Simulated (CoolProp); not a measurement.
Vapour-liquid equilibrium of C2F6 (R116) (1) + propylene (2) at -45.55 °C; x and y are mole fractions of (1).

Values from CoolProp's multi-fluid Helmholtz-energy mixture model, Lemmon 2006 and Lemmon 2013; pair parameters Bell 2016.

| x | bubble pressure (bar) | y at the bubble point | dew pressure at overall composition x (bar) | liquid density (mol/L) |
|---|---|---|---|---|
| 0.05 | 2.391 | 0.538 | 1.171 | 14.15 |
| 0.125 | 3.478 | 0.689 | 1.272 | 13.73 |
| 0.2 | 3.975 | 0.734 | 1.391 | 13.33 |
| 0.275 | 4.180 | 0.750 | 1.534 | 12.95 |
| 0.35 | 4.257 | 0.757 | 1.710 | 12.58 |
| 0.425 | 4.290 | 0.761 | 1.930 | 12.24 |
| 0.5 | 4.318 | 0.764 | 2.213 | 11.93 |
| 0.575 | 4.356 | 0.770 | 2.591 | 11.63 |
| 0.65 | 4.407 | 0.781 | 3.116 | 11.37 |
| 0.725 | 4.463 | 0.800 | 3.870 | 11.13 |
| 0.8 | 4.511 | 0.828 | 4.464 | 10.92 |
| 0.875 | 4.528 | 0.872 | 4.527 | 10.74 |
| 0.95 | 4.484 | 0.938 | 4.470 | 10.59 |

y crosses x between x = 0.8 and 0.875: the model has an azeotrope there.

The pair parameters rest on a limited set of measurements; away from them the model extrapolates. With so large a gap from Raoult's law the liquid may split in two, which this calculation doesn't test in full.
